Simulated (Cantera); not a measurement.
## Thermodynamics of iron carbonyl, mercury and lead vapours, feed PbO + N2

Feed: 1 mol PbO, 5.3 mol N2, at 23.0 mbar.

Method: chemical equilibrium by Gibbs-energy minimisation in Cantera with the NASA 1993 tables (ideal gas, pure condensed phases). Candidate condensed phases: Pb, PbO, PbO2, Pb3O4; 12 gas species. Gases not in the tables: (PbO)n polymers. Kinetics and transport are ignored.

From 227 °C to 427 °C the condensed part is PbO(red). From 527 °C to 827 °C the condensed part is PbO(yellow). From 927 °C to 1127 °C the condensed part is PbO(l). From 1227 °C to 1327 °C nothing is condensed.

```tsv
T (°C)	x N2	x PbO	x Pb	x O2	x NO	n PbO(red)	n PbO(yellow)	n PbO(l)
227	1.00	<1e-12	<1e-12	<1e-12	<1e-12	1.00	0	0
327	1.00	<1e-12	<1e-12	<1e-12	<1e-12	1.00	0	0
427	1.00	7.20e-12	2.44e-12	<1e-12	<1e-12	1.00	0	0
527	1.00	3.04e-9	7.80e-10	3.44e-10	9.14e-11	0	1.00	0
627	1.00	3.25e-7	6.95e-8	3.27e-8	4.10e-9	0	1.000	0
727	1.000	1.32e-5	2.50e-6	1.21e-6	8.46e-8	0	1.000	0
827	1.000	0.000269	4.65e-5	2.28e-5	9.97e-7	0	0.998	0
927	0.996	0.00297	0.000494	0.000243	7.48e-6	0	0	0.982
1027	0.975	0.0196	0.00332	0.00164	3.89e-5	0	0	0.875
1127	0.877	0.0973	0.0168	0.00834	0.000152	0	0	0.311
1227	0.828	0.124	0.0321	0.0159	0.000345	0	0	0
1327	0.822	0.110	0.0453	0.0223	0.000644	0	0	0
```
x: gas mole fraction; n: condensed amount in mol.
